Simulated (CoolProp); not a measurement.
Saturation properties of methanol.

Model: reference Helmholtz-energy equation of state, de Reuck 1993, in CoolProp.

```csv
T (°C),p (kPa),liquid density (kg/m³),vapour density (kg/m³),liquid cp (kJ/(kg K)),liquid conductivity (mW/(m K))
-16.35,?,825.1,0.02035,2.335,?
3.85,5.152,?,0.07277,2.419,204
24.05,16.16,?,0.2147,2.529,?
44.25,43.16,768.0,0.5437,2.665,197
64.45,101.2,748.4,1.219,2.825,193
84.65,213.2,727.7,2.482,3.011,189
104.85,411.2,705.4,4.679,3.222,?
125.15,738.9,680.8,8.340,3.469,181
145.35,1245,653.1,14.21,3.762,177
165.55,1993,621.1,23.52,4.136,173
185.75,3054,582.5,37.87,4.671,170
205.95,?,533.0,59.88,5.656,167
226.15,6446,455.4,107.1,9.629,164
```

Task: Some entries are withheld; supply them.

Result: 
- -16.35, p (kPa): 1.344
- -16.35, liquid conductivity (mW/(m K)): 208
- 3.85, liquid density (kg/m³): 806.0
- 24.05, liquid density (kg/m³): 787.1
- 24.05, liquid conductivity (mW/(m K)): 200
- 104.85, liquid conductivity (mW/(m K)): 185
- 205.95, p (kPa): 4497

It boils at 64.5 °C under 1 atm.

Thermal conductivity comes from a separate model (Sykioti 2013).
